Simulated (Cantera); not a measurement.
Feed: 1 mol Nb, 0.28 mol O2, 410 mol H2, at 1.33 mbar.

Equilibrium computed with Cantera from the NASA thermochemical tables; the gas is ideal and each condensed phase is pure. Candidate condensed phases: H2O, Nb, NbO, NbO2, Nb2O5; 12 gas species. Mutual solubility and eutectic melting of coexisting phases are not modelled. NbO: taken at fixed stoichiometry. Condensed phases not in the tables: N, O or C dissolved in the metal. Rates play no part. All values below are at 1427 °C.

Base state: H2 0.996, H 0.00403, H2O 0.000277 (mole fractions); condensed: Nb(s) + NbO(s).

**Question.** What changes in the equilibrium state with this change: pressure from 1.33 mbar to 9.10 Pa?

**Answer.** 
```tsv
species	before	after
H2	0.996	0.984
H	0.00403	0.0153
H2O	0.000277	0.000274
Nb(s), mol	0.554	0.557
NbO(s), mol	0.445	0.438
```
